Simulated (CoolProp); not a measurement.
R115 along the isotherm 91.45 °C: fugacity coefficient from the reference equation and from simpler models built on Tc = 80.0 °C, pc = 3.129 MPa, ω = 0.248; each cubic takes its own stable root.

Computed with CoolProp (reference Helmholtz-energy equation of state, Lemmon 2016).

```tsv
p (MPa)	phase	reference
0.0495	gas	0.9954
0.077	gas	0.9928
0.12	gas	0.9888
0.187	gas	0.9825
0.291	gas	0.9728
0.453	gas	0.9578
0.705	gas	0.9344
1.1	gas	0.8979
1.71	gas	0.8416
2.66	gas	0.7533
4.14	supercritical	0.6035
6.45	supercritical	0.4419
10	supercritical	0.3392
15.6	supercritical	0.2798
```

Question: How far does each simpler model (Redlich-Kwong, Soave-Redlich-Kwong, Peng-Robinson) lie from the reference over these 14 states: mean and median of the absolute difference, and the worst?

Answer: 
- Redlich-Kwong: mean 0.8 %, median 0.4 %, worst +3.8 % at 91.45 °C and 15.6 MPa
- Soave-Redlich-Kwong: mean 1.2 %, median 0.3 %, worst +6.5 % at 91.45 °C and 15.6 MPa
- Peng-Robinson: mean 1.6 %, median 1.4 %, worst -3.6 % at 91.45 °C and 15.6 MPa
